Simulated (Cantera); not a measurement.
# Pyrogenic steam for wet oxidation

An isothermal, constant-pressure homogeneous reactor starts with H2 : O2 : N2 = 0.76 : 1 : 0.76 (molar parts), at 1000 K and 82.5 Torr.

Computed with Cantera and GRI-Mech 3.0 (53 species, 325 reactions). Radical loss at walls, strong at low pressure, is not modelled. The temperature is held fixed by assumption; the heat of reaction is taken as removed at once.

```tsv
t (s)	x H2	x O2	x H2O2	x NO2	x NO
0.000400	0.301	0.397	6.04e-9	<1e-12	<1e-12
0.00103	0.0165	0.293	8.26e-6	2.50e-10	6.50e-7
0.00265	0.00282	0.290	4.51e-6	8.46e-9	6.59e-7
0.00684	0.000933	0.290	2.97e-6	2.88e-8	6.40e-7
0.0176	0.000257	0.290	1.34e-6	5.97e-8	6.09e-7
0.0454	4.61e-5	0.290	3.85e-7	8.09e-8	5.88e-7
0.117	4.75e-6	0.290	1.18e-7	6.81e-8	6.01e-7
0.301	2.83e-7	0.290	3.85e-8	3.83e-8	6.31e-7
0.776	1.77e-8	0.290	1.35e-8	1.70e-8	6.52e-7
2.00	4.17e-9	0.290	5.08e-9	7.57e-9	6.61e-7
```
x: mole fraction; the columns are a selection and need not sum to one.

Equilibrium at this temperature and pressure: H2 1.75e-10, O2 0.290, H2O2 1.79e-10, NO2 5.18e-7, NO 2.48e-5 (gas phase only).
